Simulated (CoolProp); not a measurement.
Carbon dioxide along the isobar 127 bar: Z from the reference equation and from simpler models built on Tc = 31.0 °C, pc = 73.77 bar, ω = 0.224; each cubic takes its own stable root.

Values from CoolProp's reference Helmholtz-energy equation of state, Span 1996.

```
T (°C)          phase  reference
------  -------------  ---------
22.25          liquid     0.2613
37.25   supercritical     0.2845
52.35   supercritical     0.3495
67.45   supercritical     0.4867
82.55   supercritical     0.5996
97.65   supercritical     0.6770
112.75  supercritical     0.7338
127.85  supercritical     0.7776
142.95  supercritical     0.8125
158.05  supercritical     0.8410
173.15  supercritical     0.8646
```

Task: How far does each simpler model (van der Waals, Redlich-Kwong, Soave-Redlich-Kwong, Peng-Robinson) lie from the reference over these 11 states: mean and median of the absolute difference, and the worst?

Result: 
- van der Waals: mean 15.4 %, median 9.6 %, worst +44.8 % at 22.25 °C and 127 bar
- Redlich-Kwong: mean 6.0 %, median 3.6 %, worst +15.4 % at 37.25 °C and 127 bar
- Soave-Redlich-Kwong: mean 8.1 %, median 5.1 %, worst +17.7 % at 52.35 °C and 127 bar
- Peng-Robinson: mean 2.1 %, median 0.4 %, worst +9.0 % at 52.35 °C and 127 bar
